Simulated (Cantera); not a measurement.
# Carbothermic reduction: Ta2O5 + C + H2

Feed: 1 mol Ta2O5, 3.1 mol C, 6 mol H2, at 0.278 Torr.

Equilibrium computed with Cantera from the NASA thermochemical tables; the gas is ideal and each condensed phase is pure. Candidate condensed phases: C, C6H6, C7H8, C8H18, H2O, Ta, TaC, Ta2O5; 113 gas species. Mutual solubility and eutectic melting of coexisting phases are not modelled. Condensed phases not in the tables: Ta2C, N, O or C dissolved in the metal. Kinetics and transport are ignored.

From 1998 K to 2048 K the condensed part is Ta(s) + Ta2O5(s). From 2098 K to 2198 K the condensed part is Ta(s) + Ta2O5(l). From 2248 K to 2598 K the condensed part is Ta(s). The main Ta-bearing gas is TaO2 at 1998 K and TaO at 2598 K. The share of Ta in condensed phases is highest at 1998 K (98.5 %) and lowest at 2598 K (22.4 %).

```
T (K)  log p H2  log p H  log p CO  log p TaO  log p TaO2  log p H2O  n Ta(s)  n Ta2O5(s)  n Ta2O5(l)
-----  --------  -------  --------  ---------  ----------  ---------  -------  ----------  ----------
1998      -3.65    -4.62     -3.92      -6.71       -5.99      -6.39     1.24       0.366           0
2048      -3.67    -4.48     -3.92      -6.34       -5.62      -6.32     1.23       0.350           0
2098      -3.69    -4.36     -3.93      -6.01       -5.30      -6.26     1.20           0       0.318
2148      -3.73    -4.24     -3.95      -5.69       -4.99      -6.23     1.16           0       0.252
2198      -3.78    -4.14     -3.98      -5.39       -4.70      -6.21     1.06           0       0.119
2248      -3.83    -4.05     -4.00      -5.17       -4.57      -6.28    0.955           0           0
2298      -3.88    -3.96     -4.02      -5.04       -4.61      -6.42    0.912           0           0
2348      -3.95    -3.88     -4.04      -4.93       -4.65      -6.58    0.858           0           0
2398      -4.03    -3.82     -4.05      -4.82       -4.71      -6.75    0.792           0           0
2448      -4.12    -3.76     -4.07      -4.73       -4.78      -6.94    0.715           0           0
2498      -4.22    -3.71     -4.09      -4.65       -4.87      -7.15    0.629           0           0
2548      -4.34    -3.68     -4.11      -4.59       -4.97      -7.37    0.538           0           0
2598      -4.47    -3.65     -4.12      -4.53       -5.08      -7.61    0.449           0           0
```
log p: log10 of the partial pressure in bar; n: condensed amount in mol.
